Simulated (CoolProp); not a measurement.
n-undecane at 448.33 K and 0.0183 MPa is throttled through a valve to 0.00497 MPa with no heat exchange. Each further row changes one setting.

The numbers come from the reference Helmholtz-energy equation of state, Aleksandrov 2011 in CoolProp. It is a short technical equation, of lower accuracy than the large ones.

```
case                         temperature change (K)  final density (kg/m³)
---------------------------  ----------------------  ---------------------
as stated                                      -0.5                  0.209
outlet pressure 0.00149 MPa                    -0.6                 0.0626
outlet pressure 0.00646 MPa                    -0.4                  0.272
```
